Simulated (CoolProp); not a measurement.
Vapour pressure (bar) of R1224YDZ: the reference equation beside estimates from Tc = 155.5 °C, pc = 33.34 bar, ω = 0.325. Clausius-Clapeyron is anchored at 13.65 °C with a constant enthalpy of vaporisation of 25.24 kJ/mol.

Computed with CoolProp (reference Helmholtz-energy equation of state, Akasaka 2023).

```json
[
 {"T (°C)": "3.45", "reference": "0.6387", "Clausius-Clapeyron": "0.6545", "van der Waals": "4.351", "Redlich-Kwong": "1.408"},
 {"T (°C)": "8.55", "reference": "0.7895", "Clausius-Clapeyron": "0.7984", "van der Waals": "4.802", "Redlich-Kwong": "1.670"},
 {"T (°C)": "13.65", "reference": "0.9671", "Clausius-Clapeyron": "0.9671", "van der Waals": "5.284", "Redlich-Kwong": "1.966"},
 {"T (°C)": "18.85", "reference": "1.179", "Clausius-Clapeyron": "1.168", "van der Waals": "5.806", "Redlich-Kwong": "2.305"},
 {"T (°C)": "23.95", "reference": "1.421", "Clausius-Clapeyron": "1.396", "van der Waals": "6.350", "Redlich-Kwong": "2.678"},
 {"T (°C)": "29.15", "reference": "1.705", "Clausius-Clapeyron": "1.664", "van der Waals": "6.938", "Redlich-Kwong": "3.101"},
 {"T (°C)": "34.25", "reference": "2.024", "Clausius-Clapeyron": "1.966", "van der Waals": "7.549", "Redlich-Kwong": "3.561"},
 {"T (°C)": "39.35", "reference": "2.388", "Clausius-Clapeyron": "2.310", "van der Waals": "8.193", "Redlich-Kwong": "4.068"}
]
```

Absolute difference from the reference over all 8 rows, mean and median: Clausius-Clapeyron 1.9 and 2.1 %, van der Waals 387.3 and 369.7 %, Redlich-Kwong 93.4 and 92.0 %.
